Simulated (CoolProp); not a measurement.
Vapour-liquid equilibrium of toluene (1) + m-xylene (2) at 0.0318 MPa; x and y are mole fractions of (1).

Computed with CoolProp (multi-fluid Helmholtz-energy mixture model, Lemmon 2006 and Zhou 2012; pair parameters Bell 2016).

Task: Give the bubble temperature and the first vapour's composition at x = 0.25, 0.65, 0.95. Is there an azeotrope?

Result: x = 0.25: 364.0 K, y = 0.464; x = 0.65: 353.4 K, y = 0.823; x = 0.95: 348.2 K, y = 0.976. No azeotrope shows between x = 0.05 and 0.95.

Pair parameters are fitted to limited data, so mixtures are less certain than the pure fluids.
